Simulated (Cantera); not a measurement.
# Hydrogen reduction and annealing atmospheres: V2O3 + H2 + N2

Input: 1 mol V2O3, 620 mol H2, 48 mol N2, at 1427 °C and 0.00133 bar.

Method: chemical equilibrium by Gibbs-energy minimisation in Cantera with the NASA 1993 tables (ideal gas, pure condensed phases). Candidate condensed phases: H2O, V, VN, VO, V2O3, V2O4, V2O5; 28 gas species. VO: taken at fixed stoichiometry. The numbers say what is thermodynamically allowed, not how fast it happens.

```json
{
 "x(H2)": "0.923",
 "x(N2)": "0.0717",
 "x(H)": "0.00388",
 "x(H2O)": "0.00149",
 "x(VO2)": "6.78e-6",
 "x(VO)": "5.84e-6",
 "n(VO(s))": "1.99 mol",
 "gas_amount": "669.3 mol",
 "log10 activity of V(s) (absent)": "-1.42",
 "log10 activity of V2O5(l) (absent)": "-12.68"
}
```
